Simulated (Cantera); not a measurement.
**Thermodynamics of silicon etching in halogen gases, feed Si + NF₃**

Charge: 1 mol Si, a varied amount of NF₃, equilibrated at 725 K and 0.0320 bar.

Cantera equilibrium calculation (NASA polynomials, part measured and part estimated; ideal gas, pure solids and liquids). Candidate condensed phases: Si, Si₃N₄; 16 gas species. Kinetics and transport are ignored.

```
n(NF₃) (mol)  x SiF₄   x N₂   x NF₃    x F₂  n Si₃N₄(s)
------------  ------  -----  ------  ------  ----------
0.79           0.828  0.172  <1e-12  <1e-12       0.136
1.2            0.628  0.372  <1e-12  <1e-12      0.0333
1.7            0.456  0.339  0.0967   0.104           0
2.1            0.366  0.298   0.172   0.159           0
2.5            0.305  0.270   0.224   0.196           0
3              0.253  0.246   0.268   0.228           0
3.4            0.222  0.232   0.293   0.247           0
3.9            0.193  0.218   0.317   0.265           0
4.3            0.175  0.210   0.332   0.277           0
4.7            0.160  0.203   0.344   0.287           0
5.2            0.144  0.196   0.356   0.297           0
5.6            0.133  0.191   0.364   0.304           0
```
x: gas mole fraction; n: condensed amount in mol.

From 0.79 mol NF₃ to 1.2 mol NF₃ the condensed part is Si₃N₄(s). From 1.7 mol NF₃ to 5.6 mol NF₃ nothing is condensed. The main Si-bearing gas is SiF₄ throughout.
